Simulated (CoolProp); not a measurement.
Vapour-liquid equilibrium of R125 (1) + R1234yf (2) at 11.6 kPa; x and y are mole fractions of (1).

Values from CoolProp's multi-fluid Helmholtz-energy mixture model, Lemmon 2005 and Lemmon 2022; pair parameters Bell 2023.

Give the bubble temperature and the first vapour's composition at x = 0.45, 0.85, 0.95. Is there an azeotrope?

x = 0.45: 195.2 K, y = 0.695; x = 0.85: 190.6 K, y = 0.941; x = 0.95: 189.6 K, y = 0.982. No azeotrope shows between x = 0.05 and 0.95.

Pair parameters are fitted to limited data, so mixtures are less certain than the pure fluids.
